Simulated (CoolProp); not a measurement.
n-perfluorobutane along the isotherm 166.55 °C: Z from the reference equation and from simpler models built on Tc = 113.2 °C, pc = 2.322 MPa, ω = 0.372; each cubic takes its own stable root.

Model: reference Helmholtz-energy equation of state, Gao 2022, in CoolProp.

| p (MPa) | phase | reference |
|---|---|---|
| 0.29 | gas | 0.9745 |
| 0.581 | gas | 0.9479 |
| 0.871 | gas | 0.9203 |
| 1.16 | gas | 0.8918 |
| 1.45 | gas | 0.8620 |
| 1.74 | gas | 0.8311 |
| 2.03 | gas | 0.7992 |
| 2.32 | gas | 0.7663 |
| 2.61 | supercritical | 0.7328 |
| 2.9 | supercritical | 0.6988 |
| 3.19 | supercritical | 0.6650 |
| 3.48 | supercritical | 0.6318 |

Task: How far does each simpler model (van der Waals, Redlich-Kwong, Soave-Redlich-Kwong, Peng-Robinson) lie from the reference over these 12 states: mean and median of the absolute difference, and the worst?

Result: 
- van der Waals: mean 4.9 %, median 2.7 %, worst -16.2 % at 166.55 °C and 3.48 MPa
- Redlich-Kwong: mean 3.8 %, median 3.1 %, worst -9.0 % at 166.55 °C and 3.48 MPa
- Soave-Redlich-Kwong: mean 1.0 %, median 0.4 %, worst +3.5 % at 166.55 °C and 3.48 MPa
- Peng-Robinson: mean 2.0 %, median 2.2 %, worst -2.7 % at 166.55 °C and 2.32 MPa
